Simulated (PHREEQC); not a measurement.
Synthetic water in mmol/kgw, 65 °C, pH 6.71: Na 85.8; K 7.12; Ca 19.7; Mg 3.47; Cl 141; S(6) 0.184; Alkalinity (meq/kgw) 0.716; Sr 0.0723; Li 0.0175.

Valence states are taken as typed.

The numbers come from PHREEQC with the Pitzer model, pitzer.dat.

### Question
The ionic strength comes out as 0.164 mol/kgw. What activity coefficients do SO4-2, Sr+2, CO3-2, Cl-, Mg+2 get?

### Answer
SO4-2 0.17, Sr+2 0.30, CO3-2 0.20, Cl- 0.72, Mg+2 0.31. Single-ion values are on the MacInnes scale.

No solid was allowed to form. Constants without temperature data keep their 25 °C values here.
